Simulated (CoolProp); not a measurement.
A Linde-Hampson liquefier for ethane: isothermal reversible compression at 320 K from 1 atm to 30 MPa, throttling to 1 atm, return gas leaving the recuperator 2 K below the feed. Each further row changes one setting.

Model: reference Helmholtz-energy equation of state, Bücker 2006, in CoolProp.

| case | liquid yield per pass | compression work (kJ/kg of gas) |
|---|---|---|
| as stated | (withheld) | 390 |
| high pressure 60 MPa | (withheld) | 457 |
| warm-end temperature 350 K | 0.390 | 457 |
| warm-end gap 7 K | (withheld) | 390 |

Q: Some entries are withheld; supply them.

A: 
- as stated, liquid yield per pass: 0.464
- high pressure 60 MPa, liquid yield per pass: 0.436
- warm-end gap 7 K, liquid yield per pass: 0.457
